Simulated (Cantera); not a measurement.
A perfectly stirred reactor is fed with CH3OH : O2 : N2 = 1 : 2.54 : 30.5 (molar parts), at 0.592 atm; it is adiabatic with a 823 K inlet, and is followed from long to short residence time, starting on the burning branch (τ in s: 0.22, 0.086, 0.033, 0.013, 0.0049, 0.0019, 0.00072, 0.00028, 0.00011, 4.1e-05).

Cantera simulation using GRI-Mech 3.0 (53 species, 325 reactions); the numbers are that mechanism's predictions, not measurements. GRI-Mech 3.0 was tuned for natural gas; its chemistry of methanol as a main component is partial and can be far from experiment.

**Question.** What does this change do: CH3OH 1 to 1.3 parts?

**Answer.** 
| quantity | before | after |
|---|---|---|
| blow-out, bracketed by the residence times tried | burning at 13.0 ms, out at 4.90 ms | burning at 1.90 ms, out at 0.720 ms |
| x(CH3OH) at τ = 0.220 s | 7.21e-6 | 3.49e-6 |
| x(O2) at τ = 0.220 s | 0.0302 | 0.0171 |
| x(H2O) at τ = 0.220 s | 0.0577 | 0.0737 |
| x(C2H4) at τ = 0.220 s | <1e-12 | <1e-12 |
| x(CH2) at τ = 0.220 s | 1.99e-10 | 7.92e-10 |
| x(CH3OH) at τ = 1.90 ms | 0.0294 | 9.14e-5 |
| x(O2) at τ = 1.90 ms | 0.0746 | 0.0221 |
| x(H2O) at τ = 1.90 ms | <1e-12 | 0.0699 |
| x(C2H4) at τ = 1.90 ms | <1e-12 | 3.85e-9 |
| x(CH2) at τ = 1.90 ms | <1e-12 | 3.28e-7 |

**Question.** What does this change do: inlet temperature 823 to 300 K?

**Answer.** 
```csv
quantity,before,after
"blow-out, bracketed by the residence times tried","burning at 13.0 ms, out at 4.90 ms",not reached
x(CH3OH) at τ = 0.220 s,7.21e-6,0.0294
x(O2) at τ = 0.220 s,0.0302,0.0746
x(H2O) at τ = 0.220 s,0.0577,<1e-12
x(C2H4) at τ = 0.220 s,<1e-12,<1e-12
x(CH2) at τ = 0.220 s,1.99e-10,<1e-12
x(CH3OH) at τ = 1.90 ms,0.0294,0.0294
x(O2) at τ = 1.90 ms,0.0746,0.0746
x(H2O) at τ = 1.90 ms,<1e-12,<1e-12
x(C2H4) at τ = 1.90 ms,<1e-12,<1e-12
x(CH2) at τ = 1.90 ms,<1e-12,<1e-12
state,not reached,not burning at any residence time tried
```
